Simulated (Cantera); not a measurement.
## Carbothermic reduction: SiO2 + CO

Input: 1 mol SiO2, a varied amount of CO, held at 500 Pa.

These are equilibrium values from Cantera (NASA tables, ideal gas, pure condensed phases), not measurements of a reactor. Candidate condensed phases: C, Si, SiC, SiO2; 20 gas species. The tables hold silica as quartz up to 1696 K and as liquid above; real silica turns to tridymite and cristobalite and melts near 1996 K. Kinetics and transport are ignored.

Q: Map the stable condensed phases over T = 1625, 1675, 1725, 1775, 1825, 1875, 1925, 1975, 2025, 2075, 2125 °C and n(CO) in mol = 1, 1.2, 1.5, 1.9, 2.3, 2.8, 3.5, 4.3, 5.2, 6.4, 7.9.

A: 
```
T in °C \ n(CO) in mol
           1 1.2 1.5 1.9 2.3 2.8 3.5 4.3 5.2 6.4 7.9
   2125    A   B   B   B   B   B   B   B   B   B   B
   2075    A   A   A   B   B   B   B   B   B   B   B
   2025    A   A   A   A   A   B   B   B   B   B   B
   1975    A   A   A   A   A   A   A   B   B   B   B
   1925    A   A   A   A   A   A   A   A   B   B   B
   1875    A   A   A   A   A   A   A   A   A   A   B
   1825    A   A   A   A   A   A   A   A   A   A   A
   1775    A   A   A   A   A   A   A   A   A   A   A
   1725    A   A   A   A   A   A   A   A   A   A   A
   1675    A   A   A   A   A   A   A   A   A   A   A
   1625    A   A   A   A   A   A   A   A   A   A   A
```
A: SiO2; B: gas only.
